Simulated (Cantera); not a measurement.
## Thermodynamics of halide evaporation, hydrolysis and transport, feed CsCl + O₂ + N₂

Feed: 1 mol CsCl, 0.072 mol O₂, a varied amount of N₂, held at 1675 K and 0.350 Pa.

Equilibrium computed with Cantera from the NASA thermochemical tables; the gas is ideal and each condensed phase is pure. Candidate condensed phases: Cs, CsCl; 18 gas species. Rates play no part.

From 3.4 mol N₂ to 87 mol N₂ nothing is condensed. The main Cs-bearing gas is CsCl throughout.

```json
[
 {"n(N₂) (mol)": "3.4", "log p N₂": "-5.58", "log p CsCl": "-6.13", "log p O₂": "-7.29", "log p Cl": "-7.55"},
 {"n(N₂) (mol)": "4.5", "log p N₂": "-5.55", "log p CsCl": "-6.22", "log p O₂": "-7.39", "log p Cl": "-7.60"},
 {"n(N₂) (mol)": "6.1", "log p N₂": "-5.53", "log p CsCl": "-6.34", "log p O₂": "-7.51", "log p Cl": "-7.65"},
 {"n(N₂) (mol)": "8.2", "log p N₂": "-5.51", "log p CsCl": "-6.45", "log p O₂": "-7.63", "log p Cl": "-7.71"},
 {"n(N₂) (mol)": "11", "log p N₂": "-5.50", "log p CsCl": "-6.57", "log p O₂": "-7.75", "log p Cl": "-7.77"},
 {"n(N₂) (mol)": "15", "log p N₂": "-5.49", "log p CsCl": "-6.69", "log p O₂": "-7.89", "log p Cl": "-7.83"},
 {"n(N₂) (mol)": "20", "log p N₂": "-5.48", "log p CsCl": "-6.82", "log p O₂": "-8.02", "log p Cl": "-7.89"},
 {"n(N₂) (mol)": "27", "log p N₂": "-5.47", "log p CsCl": "-6.95", "log p O₂": "-8.15", "log p Cl": "-7.96"},
 {"n(N₂) (mol)": "36", "log p N₂": "-5.47", "log p CsCl": "-7.07", "log p O₂": "-8.29", "log p Cl": "-8.02"},
 {"n(N₂) (mol)": "48", "log p N₂": "-5.47", "log p CsCl": "-7.20", "log p O₂": "-8.43", "log p Cl": "-8.09"},
 {"n(N₂) (mol)": "65", "log p N₂": "-5.46", "log p CsCl": "-7.34", "log p O₂": "-8.58", "log p Cl": "-8.15"},
 {"n(N₂) (mol)": "87", "log p N₂": "-5.46", "log p CsCl": "-7.47", "log p O₂": "-8.73", "log p Cl": "-8.22"}
]
```
log p: log10 of the partial pressure in bar; nothing condenses.
